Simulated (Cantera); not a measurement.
Equilibrium for abatement and gas-phase synthesis: SO2 + O2

A closed system holds: 1 mol SO2, 0.3 mol O2, at 2052 °C.

Method: chemical equilibrium by Gibbs-energy minimisation in Cantera with the NASA 1993 tables (ideal gas, pure condensed phases). Candidate condensed phases: S; 10 gas species. The ideal-gas law is rough above about 30 bar. The numbers say what is thermodynamically allowed, not how fast it happens.

```
P (Pa)    log p SO2  log p O  log p O2  log p SO  log p S  log p SO3
--------  ---------  -------  --------  --------  -------  ---------
10            -4.41    -4.63     -4.77     -4.75    -5.66      -9.38
200           -2.88    -3.92     -3.36     -3.93    -5.54      -7.15
3900          -1.54    -3.27     -2.05     -3.24    -5.50      -5.15
77000         -0.23    -2.62     -0.75     -2.58    -5.50      -3.20
1500000        1.06    -1.97      0.54     -1.94    -5.49      -1.26
30000000       2.36    -1.33      1.83     -1.28    -5.49       0.68
```
log p: log10 of the partial pressure in bar; nothing condenses.

From 0.0750 Torr to 225000 Torr nothing is condensed.
